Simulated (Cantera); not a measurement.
An isothermal, constant-pressure homogeneous reactor starts with 0.634 % CH₃OH, 0.347 % O₂, 99.0 % N₂, equivalence ratio 2.7, at 1225 K and 4.93 atm.

Computed with Cantera and GRI-Mech 3.0 (53 species, 325 reactions). GRI-Mech 3.0 was tuned for natural gas; its chemistry of methanol as a main component is partial and can be far from experiment.

x: mole fraction; the columns are a selection and need not sum to one.

```
t (s)      x CH₃OH      x O₂     x CO₂     x CH₂     x HCO
--------  --------  --------  --------  --------  --------
2.00e-6    0.00634   0.00347  3.66e-10  4.96e-10    <1e-12
6.02e-6    0.00634   0.00347         …  5.38e-10    <1e-12
1.81e-5    0.00634   0.00347         …  5.38e-10    <1e-12
5.45e-5    0.00634   0.00347         …  5.38e-10    <1e-12
0.000164   0.00634   0.00347         …  5.38e-10    <1e-12
0.000494   0.00633   0.00346         …  5.38e-10  2.79e-12
0.00149    0.00632   0.00346         …  5.36e-10  4.23e-11
0.00447    0.00534   0.00316         …  6.38e-10   7.62e-8
0.0135    4.49e-10   9.37e-8  0.000692  3.56e-11   2.82e-9
0.0405    1.10e-10   1.35e-8  0.000747    <1e-12  2.14e-10
0.122     2.77e-11   6.14e-9  0.000768    <1e-12  4.61e-11
0.367     8.39e-12   3.28e-9  0.000784    <1e-12  1.35e-11
1.10      2.90e-12   1.79e-9  0.000800    <1e-12  4.66e-12
3.32      1.38e-12  8.50e-10  0.000818    <1e-12  2.30e-12
10.0      1.15e-12  1.80e-10  0.000854    <1e-12  1.96e-12
```

Task: Fill in the missing entries.

Result: 
- 6.02e-6, x CO₂: 1.50e-9
- 1.81e-5, x CO₂: 4.97e-9
- 5.45e-5, x CO₂: 1.54e-8
- 0.000164, x CO₂: 4.68e-8
- 0.000494, x CO₂: 1.41e-7
- 0.00149, x CO₂: 4.25e-7
- 0.00447, x CO₂: 2.32e-6
